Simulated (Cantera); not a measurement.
Feed: 1 mol HCl, 0.044 mol H2, 0.28 mol O2, held at 24.0 mbar.

Cantera equilibrium calculation (NASA polynomials, part measured and part estimated; ideal gas, pure solids and liquids). Candidate condensed phases: H2O; 14 gas species. The numbers say what is thermodynamically allowed, not how fast it happens. All values below are at 2750 °C.

Base state: Cl 0.375, H 0.232, O 0.139, HCl 0.107, H2 0.0452, OH 0.0442, O2 0.0309, H2O 0.0254 (mole fractions); condensed: gas only.

Q: What changes in the equilibrium state with this change: HCl replaced by CO2?

A: 
```
species   before     after
-------  -------  --------
CO             0     0.402
O          0.139     0.322
O2        0.0309     0.166
Cl         0.375         0
H          0.232    0.0269
HCl        0.107         0
CO2            0    0.0703
H2        0.0452  0.000605
H2O       0.0254  0.000789
OH        0.0442    0.0119
ClO      9.10e-5         0
Cl2      3.41e-5         0
```
Further candidate phases: C, C6H6, C7H8, C8H18.
